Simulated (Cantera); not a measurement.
Charge: 1 mol LiOH, 0.018 mol O2, at 0.360 bar.

Equilibrium computed with Cantera from the NASA thermochemical tables; the gas is ideal and each condensed phase is pure. Candidate condensed phases: H2O, Li, LiH, LiOH, Li2O; 17 gas species. The numbers say what is thermodynamically allowed, not how fast it happens.

Task: At 875 °C, list the 4 most abundant gas species with their mole fractions, and the condensed phases.

Result: H2O 0.965, O2 0.0347, LiOH 0.000611, Li2(OH)2 7.40e-5. Condensed: Li2O(s).
